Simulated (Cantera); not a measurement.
A Cantera script and its output.

```python
import numpy as np
import cantera as ct

gas = ct.Solution("gri30.yaml")
gas.TPX = 1300, 2400000, {'CO': 1, 'H2': 0.029, 'CH4': 0.68, 'O2': 1.35, 'N2': 5.06}
reactor = ct.IdealGasConstPressureReactor(gas, energy="on", clone=False)
net = ct.ReactorNet([reactor])
net.rtol, net.atol = 1e-08, 1e-16
show = ['CO', 'H2', 'CH4', 'NO2', 'H']
times = np.geomspace(4e-06, 6, 15)

steps = ct.SolutionArray(gas, extra=["t"])
rows = []
print(f"{'t/s':>10s}{'T/K':>9s}{'P/Pa':>11s}" + "".join(f"{s:>11s}" for s in show))
for t in times:
    while net.time < t:
        t_next = net.step()
        steps.append(gas.state, t=t_next)
    rows.append([np.interp(t, steps.t, y) for y in (steps.T, steps.P, *steps(*show).X.T)])
    print(f"{t:10.3e}{rows[-1][0]:9.1f}{rows[-1][1]:11.4g}" + "".join(f"{x:11.3e}" for x in rows[-1][2:]))
rate = np.gradient(steps.T, steps.t)
print("integrator steps:", len(steps.t))
if steps.T.max() > steps.T[0] + 200:
    print(f"time of steepest temperature rise: {steps.t[rate.argmax()]:.4e} s")
gas.TPX = 1300, 2400000, {'CO': 1, 'H2': 0.029, 'CH4': 0.68, 'O2': 1.35, 'N2': 5.06}
gas.equilibrate("HP")
print(f"equilibrium (HP): T = {gas.T:.1f} K  " + "  ".join(f"{s} {gas[s].X[0]:.3e}" for s in show))
```

Output:

```
       t/s      T/K       P/Pa         CO         H2        CH4        NO2          H
 4.000e-06   1300.0    2.4e+06  1.232e-01  3.572e-03  8.375e-02  2.082e-20  2.356e-09
 1.105e-05   1300.0    2.4e+06  1.232e-01  3.571e-03  8.375e-02  4.365e-19  6.510e-09
 3.050e-05   1300.2    2.4e+06  1.232e-01  3.567e-03  8.372e-02  1.691e-17  1.936e-08
 8.424e-05   1301.5    2.4e+06  1.231e-01  3.545e-03  8.359e-02  6.587e-16  3.086e-08
 2.326e-04   1306.6    2.4e+06  1.229e-01  3.485e-03  8.305e-02  1.509e-14  4.477e-08
 6.424e-04   1344.7    2.4e+06  1.219e-01  3.520e-03  7.940e-02  7.177e-13  1.740e-07
 1.774e-03   2850.7    2.4e+06  1.108e-01  2.355e-02  5.289e-12  5.628e-07  3.077e-03
 4.899e-03   2850.7    2.4e+06  1.108e-01  2.355e-02  5.289e-12  5.629e-07  3.077e-03
 1.353e-02   2850.7    2.4e+06  1.108e-01  2.355e-02  5.289e-12  5.629e-07  3.077e-03
 3.736e-02   2850.7    2.4e+06  1.108e-01  2.355e-02  5.289e-12  5.629e-07  3.077e-03
 1.032e-01   2850.7    2.4e+06  1.108e-01  2.355e-02  5.289e-12  5.629e-07  3.077e-03
 2.849e-01   2850.7    2.4e+06  1.108e-01  2.355e-02  5.289e-12  5.629e-07  3.077e-03
 7.868e-01   2850.7    2.4e+06  1.108e-01  2.355e-02  5.289e-12  5.629e-07  3.077e-03
 2.173e+00   2850.7    2.4e+06  1.108e-01  2.355e-02  5.289e-12  5.629e-07  3.077e-03
 6.000e+00   2850.7    2.4e+06  1.108e-01  2.355e-02  5.289e-12  5.629e-07  3.077e-03
integrator steps: 2281
time of steepest temperature rise: 8.9145e-04 s
equilibrium (HP): T = 2850.7 K  CO 1.108e-01  H2 2.355e-02  CH4 6.102e-12  NO2 5.629e-07  H 3.077e-03
```

Detailed kinetics in Cantera: GRI-Mech 3.0 (53 species, 325 reactions). The pressure lies above the range GRI-Mech 3.0 was tuned for (to about 10 atm).
